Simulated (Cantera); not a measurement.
A freely propagating, adiabatic, planar premixed flame of 20.9 % H₂, 16.6 % O₂, 62.4 % N₂, equivalence ratio 0.63, unburnt at 425 K and 92000 Pa; mixture-averaged transport, grid criteria slope 0.08 and curve 0.16, no radiation.

Model: the H2/O2 subset of GRI-Mech 3.0, which has no nitrogen chemistry, integrated in Cantera. Burning velocities carry a grid error of a few per cent, more on coarse grids. Lean hydrogen flames are cellular in practice and burn faster than this planar one.

x: mole fraction of selected species; z is measured from the peak of heat release.

```csv
z (mm),T (K),u (m/s),x H₂,x O₂,x H₂O₂,x O,x H₂O,x OH
-1.26,425,2.04,0.209,0.166,<1e-8,<1e-8,<1e-8,<1e-8
-0.837,425,2.04,0.209,0.166,<1e-8,<1e-8,6.82e-8,<1e-8
-0.628,425,2.04,0.209,0.166,<1e-8,<1e-8,7.83e-7,<1e-8
-0.419,426,2.04,0.206,0.167,(withheld),(withheld),(withheld),<1e-8
-0.209,475,2.22,0.183,0.170,2.58e-5,4.31e-6,0.00317,2.85e-5
-0.105,736,3.34,0.141,0.164,4.95e-5,0.000196,0.0311,0.000663
0,1112,4.94,0.0812,0.135,1.26e-5,0.00260,0.0957,0.00197
0.105,1386,6.12,0.0346,0.0982,5.13e-6,0.00710,0.160,0.00552
0.209,1542,6.78,0.0169,0.0803,2.80e-6,0.00891,0.188,0.00826
0.419,1693,7.41,0.0101,0.0729,1.33e-6,0.00762,0.203,0.00989
0.837,1818,7.90,0.00656,0.0707,6.70e-7,0.00479,0.213,0.00950
1.67,1902,8.22,(withheld),0.0699,(withheld),(withheld),0.221,(withheld)
3.35,1948,8.40,0.00138,0.0700,2.15e-7,0.000965,0.226,0.00513
```

Task: What belongs in the gaps?

Result: 
- -0.419, x H₂O₂: 1.62e-7
- -0.419, x O: 3.01e-8
- -0.419, x H₂O: 2.37e-5
- 1.67, x H₂: 0.00340
- 1.67, x H₂O₂: 3.78e-7
- 1.67, x O: 0.00240
- 1.67, x OH: 0.00758
